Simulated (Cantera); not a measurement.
## Al + O2 + H2 (metals in furnace atmospheres)

Charge: 1 mol Al, 0.055 mol O2, a varied amount of H2, held at 1500 °C and 170 Pa.

Cantera equilibrium calculation (NASA polynomials, part measured and part estimated; ideal gas, pure solids and liquids). Candidate condensed phases: Al, Al2O3, H2O; 19 gas species. The numbers say what is thermodynamically allowed, not how fast it happens.

| n(H2) (mol) | log p H2 | log p Al | log p Al2O | log p H | log p AlH | log p Al2 |
|---|---|---|---|---|---|---|
| 3.2 | -2.88 | -3.50 | -4.34 | -4.99 | -5.25 | -6.93 |
| 6.6 | -2.83 | -3.76 | -4.60 | -4.96 | -5.48 | -7.46 |
| 14 | -2.80 | -4.06 | -4.90 | -4.95 | -5.77 | -8.06 |
| 28 | -2.79 | -4.35 | -5.19 | -4.94 | -6.05 | -8.63 |
| 59 | -2.78 | -4.66 | -5.51 | -4.93 | -6.36 | -9.27 |
| 120 | -2.78 | -4.97 | -5.82 | -4.93 | -6.67 | -9.88 |
| 250 | -2.77 | -5.29 | -6.14 | -4.93 | -6.98 | -10.51 |
log p: log10 of the partial pressure in bar; nothing condenses.

From 3.2 mol H2 to 250 mol H2 nothing is condensed. The main Al-bearing gas is Al throughout.
